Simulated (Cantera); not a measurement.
A perfectly stirred reactor is fed with NH₃ : N₂ = 5.7 : 10 (molar parts), at 1.00 bar; it is held at 2300 K, and followed from long to short residence time.

Computed with Cantera and the gas-phase N/H chemistry of the illustrative SiF4/NH3 mechanism in the Surface Chemkin manual (1991). Walls and surfaces, which speed up NH3 decomposition in real reactors, are not modelled.

x: mole fraction; the columns are a selection and need not sum to one.

```tsv
τ (s)	x NH₃	x H	x NH₂	x N₂H₄	x NH
11	0.000158	0.00606	7.68e-6	3.32e-12	2.58e-6
1.8	0.000430	0.00575	1.98e-5	2.21e-11	6.30e-6
0.28	0.00191	___	6.41e-5	2.31e-10	1.48e-5
0.044	0.0154	___	0.000257	3.73e-9	2.87e-5
0.0069	0.0833	___	0.000816	3.76e-8	4.98e-5
0.0011	0.236	___	0.00177	1.76e-7	6.32e-5
0.00017	0.335	___	0.00260	3.80e-7	4.84e-5
```

**Question.** What belongs in the gaps?

**Answer.** 
- 0.28, x H: 0.00419
- 0.044, x H: 0.00201
- 0.0069, x H: 0.000953
- 0.0011, x H: 0.000336
- 0.00017, x H: 7.92e-5
